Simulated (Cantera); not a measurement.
Input: 1 mol Si₃N₄, 0.03 mol H₂O, 1 mol N₂, held at 0.0100 bar.

Equilibrium computed with Cantera from the NASA thermochemical tables; the gas is ideal and each condensed phase is pure. Candidate condensed phases: H₂O, Si, SiO₂, Si₂N₂O, Si₃N₄; 35 gas species. Mutual solubility and eutectic melting of coexisting phases are not modelled. Rates play no part.

### Question
Which condensed phases are stable at each of these points (T (°C)): 1250, 1300, 1350, 1400, 1450, 1500, 1550?

### Answer
| T (°C) | condensed phases | Si condensed (%) |
|---|---|---|
| 1250 | Si₂N₂O(s) + Si₃N₄(s) | 100.0 |
| 1300 | Si₂N₂O(s) + Si₃N₄(s) | 100.0 |
| 1350 | Si₂N₂O(s) + Si₃N₄(s) | 100.0 |
| 1400 | Si₂N₂O(s) + Si₃N₄(s) | 99.9 |
| 1450 | Si₂N₂O(s) + Si₃N₄(s) | 99.8 |
| 1500 | Si₂N₂O(s) + Si₃N₄(s) | 99.4 |
| 1550 | Si(l) | 98.9 |

From 1250 °C to 1500 °C the condensed part is Si₂N₂O(s) + Si₃N₄(s). At 1550 °C the condensed part is Si(l).
